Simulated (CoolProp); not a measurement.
n-decane along the isobar 0.101 MPa: Z from the reference equation and from simpler models built on Tc = 617.7 K, pc = 2.101 MPa, ω = 0.488; each cubic takes its own stable root.

Computed with CoolProp (reference Helmholtz-energy equation of state, Lemmon 2006). It is a short technical equation, of lower accuracy than the large ones.

```json
[
 {"T (K)": "436.6", "phase": "liquid", "reference": "0.006451"},
 {"T (K)": "462.8", "phase": "gas", "reference": "0.9450"},
 {"T (K)": "489", "phase": "gas", "reference": "0.9561"},
 {"T (K)": "515.2", "phase": "gas", "reference": "0.9645"},
 {"T (K)": "541.4", "phase": "gas", "reference": "0.9709"},
 {"T (K)": "567.6", "phase": "gas", "reference": "0.9758"},
 {"T (K)": "593.8", "phase": "gas", "reference": "0.9798"},
 {"T (K)": "620", "phase": "gas", "reference": "0.9829"}
]
```

Question: How far does each simpler model (van der Waals, Redlich-Kwong) lie from the reference over these 8 states: mean and median of the absolute difference, and the worst?

Answer: 
- van der Waals: mean 1862.1 %, median 1.2 %, worst +14888.4 % at 436.6 K and 0.101 MPa
- Redlich-Kwong: mean 1839.2 %, median 0.6 %, worst +14708.6 % at 436.6 K and 0.101 MPa

At some of these states van der Waals, Redlich-Kwong gives the other phase, because its saturation line lies elsewhere.
